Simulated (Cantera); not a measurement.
A perfectly stirred reactor is fed with 17.9 % CH4, 82.1 % N2, at 20.0 Torr; it is held at 1675 K, and followed from long to short residence time.

Computed with Cantera and GRI-Mech 3.0 (53 species, 325 reactions). GRI-Mech 3.0 stops at C3 and has no aromatics, soot or wall deposition, so with more carbon than oxygen in the feed, carbon stays in small species such as C2H2 where larger ones or solid carbon would form. Radical loss at walls, strong at low pressure, is not modelled.

Question: Predict: x(CH4) at τ = 24.0 s; x(H) at τ = 24.0 s; x(CH3) at τ = 24.0 s; x(CH2) at τ = 24.0 s; x(C2H) at τ = 24.0 s; x(CH4) at τ = 0.190 s; x(H) at τ = 0.190 s; x(CH3) at τ = 0.190 s; x(CH2) at τ = 0.190 s; x(C2H) at τ = 0.190 s.

Answer: 
```
Quantity                 Result
---------------------  --------
x(CH4) at τ = 24.0 s    0.00656
x(H) at τ = 24.0 s     0.000271
x(CH3) at τ = 24.0 s   0.000164
x(CH2) at τ = 24.0 s    1.97e-7
x(C2H) at τ = 24.0 s    4.46e-7
x(CH4) at τ = 0.190 s    0.0901
x(H) at τ = 0.190 s     8.37e-5
x(CH3) at τ = 0.190 s   0.00131
x(CH2) at τ = 0.190 s   7.69e-7
x(C2H) at τ = 0.190 s   1.31e-7
```
